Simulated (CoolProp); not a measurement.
Propylene at 298.15 K and 3.79 MPa flows at 4.5 m/s in a round tube of 10 mm bore and 15 µm roughness, fully developed (64/Re and Nu = 3.66 if laminar; Colebrook and Gnielinski if turbulent). Each further row changes one setting.

Values from CoolProp's reference Helmholtz-energy equation of state, Lemmon 2013.

```tsv
case	Reynolds number	Darcy friction factor	pressure drop (Pa/m)	heat-transfer coefficient (W/(m² K))	mass flow (kg/h)
as stated	232000	0.0227	11800	11400	655
velocity 9 m/s	465000	0.0222	?	22400	?
diameter 20 mm	465000	0.0191	?	?	?
```

Task: Some entries are withheld; supply them.

Result: 
- velocity 9 m/s, pressure drop (Pa/m): 46300
- velocity 9 m/s, mass flow (kg/h): 1310
- diameter 20 mm, pressure drop (Pa/m): 4980
- diameter 20 mm, heat-transfer coefficient (W/(m² K)): 9870
- diameter 20 mm, mass flow (kg/h): 2620

Viscosity comes from a separate model (Huber 2003), an estimate that may be off by 10 % or more. Thermal conductivity comes from a separate model (Huber 2003), an estimate that may be off by 10 % or more.
